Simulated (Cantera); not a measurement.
An adiabatic, constant-volume homogeneous reactor starts with C₂H₄ : O₂ : N₂ : CO₂ = 1 : 4.84 : 18.2 : 2.7 (molar parts), equivalence ratio 0.62, at 1375 K and 1.00 bar. Integrator tolerance rtol = 1e-08.

Computed with Cantera and GRI-Mech 3.0 (53 species, 325 reactions). GRI-Mech 3.0 was tuned for natural gas; its chemistry of ethylene as a main component is partial and can be far from experiment.

Problem. What does this change do: initial temperature 1375 to 1398 K?

Solution. 
```tsv
quantity	before	after
time of steepest temperature rise	74.4 µs	65.5 µs
temperature at 0.100 s	2566 K	2575 K
equilibrium temperature	2566 K	2575 K
x(C₂H₄) at 0.100 s	<1e-12 (gas-phase equilibrium <1e-12)	<1e-12 (gas-phase equilibrium <1e-12)
x(O₂) at 0.100 s	0.0686 (gas-phase equilibrium 0.0686)	0.0688 (gas-phase equilibrium 0.0688)
x(CO₂) at 0.100 s	0.151 (gas-phase equilibrium 0.151)	0.150 (gas-phase equilibrium 0.150)
x(CH₄) at 0.100 s	<1e-12 (gas-phase equilibrium <1e-12)	<1e-12 (gas-phase equilibrium <1e-12)
x(C₂H) at 0.100 s	<1e-12 (gas-phase equilibrium <1e-12)	<1e-12 (gas-phase equilibrium <1e-12)
x(C₂H₂) at 0.100 s	<1e-12 (gas-phase equilibrium <1e-12)	<1e-12 (gas-phase equilibrium <1e-12)
```

Problem. What does this change do: N2 18.2 to 23 parts?

Solution. 
```csv
quantity,before,after
time of steepest temperature rise,74.4 µs,84.0 µs
temperature at 0.100 s,2566 K,2477 K
equilibrium temperature,2566 K,2477 K
x(C₂H₄) at 0.100 s,<1e-12 (gas-phase equilibrium <1e-12),<1e-12 (gas-phase equilibrium <1e-12)
x(O₂) at 0.100 s,0.0686 (gas-phase equilibrium 0.0686),0.0569 (gas-phase equilibrium 0.0569)
x(CO₂) at 0.100 s,0.151 (gas-phase equilibrium 0.151),0.134 (gas-phase equilibrium 0.134)
x(CH₄) at 0.100 s,<1e-12 (gas-phase equilibrium <1e-12),<1e-12 (gas-phase equilibrium <1e-12)
x(C₂H) at 0.100 s,<1e-12 (gas-phase equilibrium <1e-12),<1e-12 (gas-phase equilibrium <1e-12)
x(C₂H₂) at 0.100 s,<1e-12 (gas-phase equilibrium <1e-12),<1e-12 (gas-phase equilibrium <1e-12)
```
